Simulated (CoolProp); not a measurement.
n-nonane at 538.97 K and 2.19 MPa flows at 7.7 m/s in a round tube of 6 mm bore and 45 µm roughness, fully developed (64/Re and Nu = 3.66 if laminar; Colebrook and Gnielinski if turbulent). Each further row changes one setting.

Model: reference Helmholtz-energy equation of state, Lemmon 2006, in CoolProp. It is a short technical equation, of lower accuracy than the large ones.

```tsv
case	Reynolds number	Darcy friction factor	pressure drop (Pa/m)	heat-transfer coefficient (W/(m² K))	mass flow (kg/h)
as stated	250000	…	…	…	381
velocity 15.4 m/s	500000	…	333000	…	…
diameter 12 mm	500000	…	33800	…	1520
```

Task: What belongs in the gaps?

Result: 
- as stated, Darcy friction factor: 0.0348
- as stated, pressure drop (Pa/m): 83500
- as stated, heat-transfer coefficient (W/(m² K)): 24600
- velocity 15.4 m/s, Darcy friction factor: 0.0346
- velocity 15.4 m/s, heat-transfer coefficient (W/(m² K)): 49100
- velocity 15.4 m/s, mass flow (kg/h): 762
- diameter 12 mm, Darcy friction factor: 0.0281
- diameter 12 mm, heat-transfer coefficient (W/(m² K)): 21100

Viscosity comes from a separate model (Huber 2004). Thermal conductivity comes from a separate model (Huber 2005).
